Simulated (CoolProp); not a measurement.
Dodecamethylpentasiloxane (MD3M) along the isotherm 536.7 K: Z from the reference equation and from simpler models built on Tc = 628.0 K, pc = 0.9540 MPa, ω = 0.730; each cubic takes its own stable root.

Values from CoolProp's reference Helmholtz-energy equation of state, Thol 2019.

```csv
p (MPa),phase,reference,van der Waals,Redlich-Kwong,Soave-Redlich-Kwong,Peng-Robinson
0.00754,gas,0.9944,0.9966,0.9958,0.9950,0.9947
0.0172,gas,0.9872,0.9922,0.9903,0.9886,0.9878
0.0391,gas,0.9705,0.9820,0.9778,0.9737,0.9720
0.0889,gas,0.9306,0.9583,0.9485,0.9385,0.9346
0.202,gas,0.8257,0.8997,0.8757,0.8486,0.8400
0.46,liquid,0.06493,0.7228,0.08447,0.07423,0.06558
1.05,liquid,0.1466,0.2514,0.1840,0.1658,0.1468
2.38,liquid,0.3257,0.5260,0.3898,0.3620,0.3215
```

At some of these states van der Waals gives the other phase, because its saturation line lies elsewhere.
